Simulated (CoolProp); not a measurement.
Saturation properties of R143a (Tc = 345.9 K, pc = 37.62 bar, ω = 0.261).

Model: reference Helmholtz-energy equation of state, Lemmon and Jacobsen 2000, in CoolProp.

```
T (K)  p (bar)  enthalpy of vaporisation (kJ/kg)  surface tension (mN/m)
-----  -------  --------------------------------  ----------------------
212     0.4984                             236.0                    16.4
221.3   0.8101                               ___                    15.0
230.5      ___                             223.4                    13.6
239.7    1.867                             216.6                    12.3
248.9    2.690                             209.4                    11.0
258.1    3.767                             201.7                    9.67
267.4    5.160                             193.4                    8.41
276.6      ___                               ___                     ___
285.8    9.021                             174.4                    6.02
295      11.61                             163.4                     ___
304.2    14.72                             151.0                     ___
```

What belongs in the gaps?


- 221.3, enthalpy of vaporisation (kJ/kg): 229.8
- 230.5, p (bar): 1.253
- 276.6, p (bar): 6.890
- 276.6, enthalpy of vaporisation (kJ/kg): 184.3
- 276.6, surface tension (mN/m): 7.19
- 295, surface tension (mN/m): 4.89
- 304.2, surface tension (mN/m): 3.81

It boils at 225.9 K under 1 atm.

Surface tension comes from a separate correlation (Mulero 2014).
